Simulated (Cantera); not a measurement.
Cantera with NASA thermochemical tables; ideal gases at 1 bar, condensed phases pure. Values are per mole of reaction as written; species without (g) are pure solids or liquids, kept so even where they would boil at 1 bar.

Problem. Between 300 and 2073 K, where is each reaction favourable under standard conditions?
- 4 CaF₂ + 2 NO₂(g) ⇌ N₂(g) + 4 CaO + 8 F(g)

Solution. 
- 4 CaF₂ + 2 NO₂(g) ⇌ N₂(g) + 4 CaO + 8 F(g): ΔG° is 2672 kJ at 300 K and 1219 kJ at 2073 K; it stays positive (K < 1). ΔH° is 2676 kJ and ΔS° 703 J/K at 2073 K.
